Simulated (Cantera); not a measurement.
A closed system holds: 1 mol HCl, 0.15 mol H2, 4.4 mol O2, at 1900000 Pa.

Method: chemical equilibrium by Gibbs-energy minimisation in Cantera with the NASA 1993 tables (ideal gas, pure condensed phases). Candidate condensed phases: H2O; 14 gas species. The numbers say what is thermodynamically allowed, not how fast it happens. All values below are at 2352 °C.

Base state: O2 0.752, HCl 0.110, Cl 0.0600, H2O 0.0559, OH 0.0103, O 0.00519, Cl2 0.00325, ClO 0.00237 (mole fractions); condensed: gas only.

Task: What changes in the equilibrium state with this change: HCl replaced by HBr?

Result: 
```tsv
species	before	after
O2	0.752	0.716
Br	0	0.140
H2O	0.0559	0.0936
HCl	0.110	0
Cl	0.0600	0
HBr	0	0.0269
OH	0.0103	0.0132
Br2	0	0.00408
Cl2	0.00325	0
```
Further candidate phases: Br2.
